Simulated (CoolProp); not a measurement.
Saturation properties of carbon dioxide.

Model: reference Helmholtz-energy equation of state, Span 1996, in CoolProp.

```tsv
T (°C)	p (kPa)	surface tension (mN/m)	liquid viscosity (µPa s)
-50.15	678.2	15.0	228
-41.95	934.3	13.1	199
-33.85	1252	11.3	174
-25.75	1643	___	153
-17.55	2123	7.87	___
-9.45	2690	6.26	118
-1.25	3371	4.71	103
6.85	4161	3.28	___
15.05	5093	1.95	75.2
23.15	6165	0.799	61.0
```

Complete the blanks.


- -25.75, surface tension (mN/m): 9.57
- -17.55, liquid viscosity (µPa s): 134
- 6.85, liquid viscosity (µPa s): 88.8

Viscosity comes from a separate model (Laesecke 2017). Surface tension comes from a separate correlation (Mulero 2012).
